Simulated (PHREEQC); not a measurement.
HNO3 is added in steps, without added water, to 1 kg of water holding 0.0026 mol ZnSO4, 0.00017 mol MgSO4 and 0.0012 mol Na2SO4, at 25 °C. Oxygen is held at 0.21 atm. CO2 from the air is kept out. Precipitation was switched off in this run.

Base run: PHREEQC, ion-association model, wateq4f.dat. Each further column changes one thing. The table gives HSO4- (mol/kgw).

| HNO3 added (mol) | base | ZnSO4 from 0.0026 to 0.00026 mol/kgw | Na2SO4 from 0.0012 to 0.0006 mol/kgw | Na2SO4 from 0.0012 to 0.00012 mol/kgw | solids may form |
|---|---|---|---|---|---|
| 0 | 2.51e-7 | ___ | 2.23e-7 | 1.99e-7 | 2.51e-7 |
| 0.002875 | 0.000437 | ___ | 0.000382 | 0.000335 | 0.000437 |
| 0.00575 | 0.000783 | ___ | 0.000681 | 0.000595 | 0.000783 |
| 0.008625 | 0.00106 | ___ | 0.000921 | 0.000802 | 0.00106 |
| 0.0115 | 0.00129 | 0.000632 | 0.00112 | 0.000971 | 0.00129 |
| 0.01438 | 0.00149 | 0.000711 | 0.00128 | 0.00111 | 0.00149 |
| 0.01725 | 0.00165 | 0.000775 | 0.00142 | 0.00123 | 0.00165 |
| 0.02013 | 0.00179 | ___ | 0.00154 | 0.00133 | 0.00179 |
| 0.023 | 0.00192 | 0.000876 | 0.00164 | 0.00142 | 0.00192 |

**Question.** What belongs in the gaps?

**Answer.** 
- 0, ZnSO4 from 0.0026 to 0.00026 mol/kgw: 5.06e-8
- 0.002875, ZnSO4 from 0.0026 to 0.00026 mol/kgw: 0.000239
- 0.00575, ZnSO4 from 0.0026 to 0.00026 mol/kgw: 0.000408
- 0.008625, ZnSO4 from 0.0026 to 0.00026 mol/kgw: 0.000534
- 0.02013, ZnSO4 from 0.0026 to 0.00026 mol/kgw: 0.000830

 Solids allowed in the column 'solids may form': Brucite, Zn(OH)2-e, Zn4(OH)6SO4, Mirabilite, Epsomite, Goslarite.
